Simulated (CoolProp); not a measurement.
Vapour-liquid equilibrium of R1234yf (1) + R134a (2) at 230.2 K; x and y are mole fractions of (1).

Model: multi-fluid Helmholtz-energy mixture model, Lemmon 2022 and Tillner-Roth 1994; pair parameters Bell 2022, in CoolProp.

```tsv
x	bubble pressure (MPa)	y at the bubble point	dew pressure at overall composition x (MPa)	liquid density (mol/L)
0.05	0.04518	0.078	0.04466	13.82
0.125	0.04704	0.180	0.04603	13.58
0.2	…	0.268	0.04739	13.35
0.275	0.04992	0.347	0.04872	13.14
0.35	…	0.418	0.04998	12.93
0.425	0.05195	0.485	0.05113	12.72
0.5	0.05271	0.549	0.05214	12.53
0.575	0.05331	0.611	…	12.34
0.65	0.05375	0.674	0.05360	12.16
0.725	0.05405	0.737	0.05401	11.99
0.8	0.05420	0.803	0.05420	11.82
0.875	0.05418	0.872	0.05418	11.66
0.95	0.05399	0.947	0.05398	…
```

Task: Fill in the missing entries.

Result: 
- 0.2, bubble pressure (MPa): 0.04860
- 0.35, bubble pressure (MPa): 0.05103
- 0.575, dew pressure at overall composition x (MPa): 0.05297
- 0.95, liquid density (mol/L): 11.50

y crosses x between x = 0.8 and 0.875: the model has an azeotrope there.

Pair parameters are fitted to limited data, so mixtures are less certain than the pure fluids.
